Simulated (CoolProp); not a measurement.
Computed with CoolProp (reference Helmholtz-energy equation of state, Thol 2015).

Task: For octamethylcyclotetrasiloxane (D4), give the phase and the Z, cp (kJ/(kg K)), expansivity (1/kK) at 508.7 K and 1.52 MPa; 532.6 K and 4.2 MPa; 355.2 K and 0.709 MPa.

Result: 
- 508.7 K and 1.52 MPa: liquid; Z 0.156, cp 2.14, expansivity 2.45
- 532.6 K and 4.2 MPa: liquid; Z 0.418, cp 2.16, expansivity 2.19
- 355.2 K and 0.709 MPa: liquid; Z 0.0804, cp 1.78, expansivity 1.32
